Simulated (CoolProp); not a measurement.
Vapour-liquid equilibrium of R13 (1) + R11 (2) at 272.9 K; x and y are mole fractions of (1).

Values from CoolProp's multi-fluid Helmholtz-energy mixture model, Platzer 1990 and Jacobsen 1992; pair parameters Bell 2016. This equation is an older, rougher fit; its heat capacities, sound speeds and derivatives of the liquid may be far off and weren't checked against measurements.

**Question.** Give the bubble pressure and the first vapour's composition at x = 0.05, 0.55, 0.75. Is there an azeotrope?

**Answer.** x = 0.05: 0.1768 MPa, y = 0.775; x = 0.55: 1.156 MPa, y = 0.970; x = 0.75: 1.453 MPa, y = 0.981. No azeotrope shows between x = 0.05 and 0.95.

The pair parameters rest on a limited set of measurements; away from them the model extrapolates. The gap from Raoult's law changes sign with composition, which may be real or a fault of the pair parameters; it wasn't checked against measurements.
